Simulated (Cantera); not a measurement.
Input: 1 mol Fe2O3, 0.19 mol HCl, 0.047 mol N2, held at 852 °C and 1 atm.

These are equilibrium values from Cantera (NASA tables, ideal gas, pure condensed phases), not measurements of a reactor. Candidate condensed phases: Fe, FeCl2, FeCl3, FeO, Fe(OH)2, Fe(OH)3, Fe2O3, Fe3O4, H2O, NH4Cl; 37 gas species. Rates play no part.

Base state: HCl 0.692, N2 0.202, H2O 0.0614, FeCl3 0.0321, FeCl2 0.00789, Cl2 0.00397, Fe2Cl6 0.000338, Cl 0.000128 (mole fractions); condensed: Fe2O3(s).

### Question
What changes in the equilibrium state with this change: 0.046 mol Cl2 added?

### Answer
| species | before | after |
|---|---|---|
| HCl | 0.692 | 0.597 |
| N2 | 0.202 | 0.168 |
| Cl2 | 0.00397 | 0.143 |
| O2 | 1.08e-5 | 0.0109 |
| H2O | 0.0614 | 0.0402 |
| FeCl3 | 0.0321 | 0.0388 |
| NO | 3.85e-7 | 1.11e-5 |
| HOCl | 4.69e-7 | 1.28e-5 |
| Fe2Cl4 | 0.000107 | 4.33e-6 |
| Cl | 0.000128 | 0.000770 |
| FeCl2 | 0.00789 | 0.00159 |
| Fe2O3(s), mol | 0.995 | 0.994 |
